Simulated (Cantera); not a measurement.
An isothermal, constant-pressure homogeneous reactor starts with 14.9 % CH4, 68.7 % CO2, 16.4 % H2, at 1475 K and 0.918 atm.

Detailed kinetics in Cantera: GRI-Mech 3.0 (53 species, 325 reactions).

### Question
Predict: x(CH4) at 3.00 s; x(CO2) at 3.00 s; x(H2) at 3.00 s; x(H2O) at 3.00 s; x(H) at 3.00 s; x(C2H) at 3.00 s.

### Answer
```json
{
  "x(CH4) at 3.00 s": "0.0296 (gas-phase equilibrium 4.34e-8)",
  "x(CO2) at 3.00 s": "0.357 (gas-phase equilibrium 0.216)",
  "x(H2) at 3.00 s": "0.0753 (gas-phase equilibrium 0.158)",
  "x(H2O) at 3.00 s": "0.230 (gas-phase equilibrium 0.198)",
  "x(H) at 3.00 s": "3.25e-6 (gas-phase equilibrium 5.39e-6)",
  "x(C2H) at 3.00 s": "2.84e-9 (gas-phase equilibrium <1e-12)"
}
```
